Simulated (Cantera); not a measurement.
An isothermal, constant-pressure homogeneous reactor starts with C2H6 : N2 = 1 : 2 (molar parts), at 1898 K and 101000 Pa. Integrator tolerance rtol = 1e-08.

Cantera simulation using GRI-Mech 3.0 (53 species, 325 reactions); the numbers are that mechanism's predictions, not measurements. GRI-Mech 3.0 stops at C3 and has no aromatics, soot or wall deposition, so with more carbon than oxygen in the feed, carbon stays in small species such as C2H2 where larger ones or solid carbon would form.

Task: What does this change do: pressure from 101000 Pa to 370 Pa?

Result: 
```
quantity                                              before                                      after
-----------------  -----------------------------------------  -----------------------------------------
x(C2H6) at 2.00 s    3.09e-7 (gas-phase equilibrium 2.05e-7)  8.13e-10 (gas-phase equilibrium 2.72e-12)
x(CH3) at 2.00 s     8.06e-5 (gas-phase equilibrium 6.56e-5)    6.66e-5 (gas-phase equilibrium 3.96e-6)
x(CH4) at 2.00 s     0.00325 (gas-phase equilibrium 0.00265)   0.000203 (gas-phase equilibrium 9.62e-6)
x(H2) at 2.00 s          0.395 (gas-phase equilibrium 0.396)        0.395 (gas-phase equilibrium 0.394)
x(C2H4) at 2.00 s  0.000970 (gas-phase equilibrium 0.000641)    4.14e-6 (gas-phase equilibrium 2.34e-6)
```
Radical loss at walls, strong at low pressure, is not modelled.

Task: What does this change do: temperature 1898 to 1773 K?

Result: 
| quantity | before | after |
|---|---|---|
| x(C2H6) at 2.00 s | 3.09e-7 (gas-phase equilibrium 2.05e-7) | 1.28e-6 (gas-phase equilibrium 8.78e-7) |
| x(CH3) at 2.00 s | 8.06e-5 (gas-phase equilibrium 6.56e-5) | 7.11e-5 (gas-phase equilibrium 5.88e-5) |
| x(CH4) at 2.00 s | 0.00325 (gas-phase equilibrium 0.00265) | 0.00773 (gas-phase equilibrium 0.00640) |
| x(H2) at 2.00 s | 0.395 (gas-phase equilibrium 0.396) | 0.390 (gas-phase equilibrium 0.392) |
| x(C2H4) at 2.00 s | 0.000970 (gas-phase equilibrium 0.000641) | 0.00217 (gas-phase equilibrium 0.00148) |
